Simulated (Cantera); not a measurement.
A perfectly stirred reactor is fed with 8.28 % CH4, 1.24 % C2H6, 19.0 % O2, 71.4 % N2, equivalence ratio 1.1, at 9.87 atm; it is adiabatic with a 550 K inlet, and is followed from long to short residence time, starting on the burning branch (τ in s: 0.34, 0.12, 0.044, 0.016, 0.0057, 0.0021, 0.00074, 0.00027, 9.6e-05).

Model: GRI-Mech 3.0 (53 species, 325 reactions), integrated in Cantera.

One state of this run: T (K) = 2283; x CH4 = 0.000206; x C2H6 = 4.91e-6; x O2 = 0.00689; x N2O = 3.69e-7; x HCN = 1.43e-5; x NO2 = 1.76e-7; x CH2CO = 3.28e-6. x: mole fraction; the columns are a selection and need not sum to one.

Question: Which value of τ (s) does it belong to?
A) 0.0021
B) 0.00074
C) 9.6e-5
D) 0.044

Answer: C, 9.6e-5
